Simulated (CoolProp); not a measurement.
Vapour-liquid equilibrium of dimethyl ether (1) + 1-butene (2) at 0.563 MPa; x and y are mole fractions of (1).

Values from CoolProp's multi-fluid Helmholtz-energy mixture model, Wu 2011 and Lemmon 2005; pair parameters Bell 2016.

```
x     bubble temperature (°C)  y at the bubble point  dew temperature at overall composition x (°C)  liquid density (mol/L)
----  -----------------------  ---------------------  ---------------------------------------------  ----------------------
0.05                     45.5                  0.098                                           46.6                   10.13
0.15                     41.3                  0.264                                           44.2                   10.51
0.25                     37.8                  0.398                                           41.7                   10.89
0.35                     34.9                  0.509                                           39.1                   11.28
0.45                     32.3                  0.603                                           36.4                   11.69
0.55                     30.2                  0.685                                           33.8                   12.12
0.65                     28.3                  0.760                                           31.1                   12.57
0.75                     26.7                  0.829                                           28.6                   13.05
0.85                     25.2                  0.897                                           26.2                   13.57
0.95                     24.0                  0.965                                           24.2                   14.12
```

No azeotrope shows between x = 0.05 and 0.95.

The pair parameters rest on a limited set of measurements; away from them the model extrapolates.
